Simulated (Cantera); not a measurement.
A closed system holds: 1 mol BaF2, 0.44 mol O2, 0.49 mol H2, equilibrated at 100000 Pa.

Cantera equilibrium calculation (NASA polynomials, part measured and part estimated; ideal gas, pure solids and liquids). Candidate condensed phases: Ba, BaF2, BaO, Ba(OH)2, H2O; 27 gas species. Rates play no part. All values below are at 1250 °C.

Base state: H2O 0.713, O2 0.284, HF 0.00150, Ba(OH)2 0.000752, OH 0.000274, BaF2 4.76e-5 (mole fractions); condensed: BaF2(s).

**Question.** What changes in the equilibrium state with this change: BaF2 replaced by CaF2?

**Answer.** 
| species | before | after |
|---|---|---|
| H2O | 0.713 | 0.702 |
| O2 | 0.284 | 0.282 |
| HF | 0.00150 | 0.0151 |
| Ba(OH)2 | 0.000752 | 0 |
| BaF2 | 4.76e-5 | 0 |
| OH | 0.000274 | 0.000272 |
| BaF2(s), mol | 0.999 | 0 |
| CaF2(s), mol | 0 | 0.995 |
| CaO(s), mol | 0 | 0.00522 |
Mutual solubility and eutectic melting of coexisting phases are not modelled. Further candidate phases: Ca, CaF2, CaO, Ca(OH)2.
